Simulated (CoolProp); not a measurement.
Methanol along the isobar 3590 kPa: density (kg/m³) from the reference equation and from simpler models built on Tc = 513.4 K, pc = 8216 kPa, ω = 0.565; each cubic takes its own stable root.

Values from CoolProp's reference Helmholtz-energy equation of state, de Reuck 1993.

```tsv
T (K)	phase	reference
426.8	liquid	646.5
435.6	liquid	632.0
444.5	liquid	615.9
453.3	liquid	598.0
462.2	liquid	577.2
471	gas	43.33
479.8	gas	39.71
488.7	gas	37.14
497.5	gas	35.21
506.4	gas	33.63
515.2	gas	32.33
524	gas	31.21
```

Q: How far does each simpler model (Soave-Redlich-Kwong, Peng-Robinson) lie from the reference over these 12 states: mean and median of the absolute difference, and the worst?

A: 
- Soave-Redlich-Kwong: mean 13.3 %, median 7.1 %, worst -29.1 % at 462.2 K and 3590 kPa
- Peng-Robinson: mean 8.7 %, median 5.0 %, worst -19.7 % at 462.2 K and 3590 kPa
